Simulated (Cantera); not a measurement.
Charge: 1 mol (CH3)2SiCl2, 0.86 mol C2H2, a varied amount of H2, equilibrated at 1650 K and 0.140 bar.

Cantera equilibrium calculation (NASA polynomials, part measured and part estimated; ideal gas, pure solids and liquids). Candidate condensed phases: C, C6H6, C7H8, C8H18, Si, SiC; 109 gas species. The feed counts by its element totals alone. The numbers say what is thermodynamically allowed, not how fast it happens.

Problem. At 26 mol H2, list the 4 most abundant gas species with their mole fractions, and the condensed phases.

Solution. H2 0.935, HCl 0.0644, H 0.000235, SiCl2 0.000196. Condensed: C(graphite) + SiC(s).
